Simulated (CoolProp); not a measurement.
cis-2-butene at 293.15 K and 0.355 MPa is throttled through a valve to 0.0846 MPa with no heat exchange. Each further row changes one setting.

Computed with CoolProp (reference Helmholtz-energy equation of state, Lemmon 2005). It is a short technical equation, of lower accuracy than the large ones.

```json
[
 {"case": "as stated", "temperature change (K)": "-20.9", "final phase": "two-phase, vapour fraction 0.109", "final density (kg/m³)": "19.3"},
 {"case": "outlet pressure 0.0254 MPa", "temperature change (K)": "[?]", "final phase": "[?]", "final density (kg/m³)": "3.07"},
 {"case": "outlet pressure 0.11 MPa", "temperature change (K)": "-14.1", "final phase": "[?]", "final density (kg/m³)": "34.9"}
]
```

Q: Fill in the missing entries.

A: 
- outlet pressure 0.0254 MPa, temperature change (K): -47.8
- outlet pressure 0.0254 MPa, final phase: two-phase, vapour fraction 0.231
- outlet pressure 0.11 MPa, final phase: two-phase, vapour fraction 0.076
